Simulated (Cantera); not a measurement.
**Thermodynamics of tantalum, niobium, vanadium and zirconium in process gases, feed V + N2O**

Input: 1 mol V, 14 mol N2O, equilibrated at 2052 °C.

These are equilibrium values from Cantera (NASA tables, ideal gas, pure condensed phases), not measurements of a reactor. Candidate condensed phases: V, VN, VO, V2O3, V2O4, V2O5; 13 gas species. Condensed phases not in the tables: the oxides between V2O3 and V2O5 other than VO2. Kinetics and transport are ignored.

```
P (Pa)    x N2       x O     x O2     x VO2     x NO  n V2O4(l)
-------  -----  --------  -------  --------  -------  ---------
0.100    0.516     0.439  0.00586    0.0275  0.00223          0
1        0.538     0.374   0.0426    0.0372  0.00615          0
10       0.589     0.216    0.141    0.0422   0.0117          0
100      0.630    0.0857    0.223    0.0455   0.0152          0
1000     0.649    0.0292    0.259    0.0469   0.0166          0
10000    0.655   0.00944    0.271    0.0474   0.0171          0
100000   0.683   0.00307    0.286   0.00997   0.0179      0.399
1000000  0.690  0.000977    0.290  0.000997   0.0182      0.490
```
x: gas mole fraction; n: condensed amount in mol.

From 0.000750 Torr to 75.0 Torr nothing is condensed. From 750 Torr to 7500 Torr the condensed part is V2O4(l). The main V-bearing gas is VO2 throughout.
